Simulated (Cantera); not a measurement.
A perfectly stirred reactor is fed with CH4 : H2 = 1 : 4 (molar parts), at 13.5 Torr; it is held at 1873 K, and followed from long to short residence time.

Detailed kinetics in Cantera: GRI-Mech 3.0 (53 species, 325 reactions). GRI-Mech 3.0 stops at C3 and has no aromatics, soot or wall deposition, so with more carbon than oxygen in the feed, carbon stays in small species such as C2H2 where larger ones or solid carbon would form. Radical loss at walls, strong at low pressure, is not modelled.

Task: What does this change do: H2 4 to 8.5 parts?

Result: 
```csv
quantity,before,after
x(CH4) at τ = 4.90 s,0.00554,0.00411
x(H2) at τ = 4.90 s,0.909,0.946
x(CH2) at τ = 4.90 s,2.16e-6,1.68e-6
x(CH3) at τ = 4.90 s,0.000471,0.000353
x(C2H4) at τ = 4.90 s,2.82e-5,1.61e-5
x(CH4) at τ = 45.0 ms,0.0814,0.0535
x(H2) at τ = 45.0 ms,0.865,0.919
x(CH2) at τ = 45.0 ms,6.78e-6,5.38e-6
x(CH3) at τ = 45.0 ms,0.00391,0.00266
x(C2H4) at τ = 45.0 ms,0.000920,0.000405
```
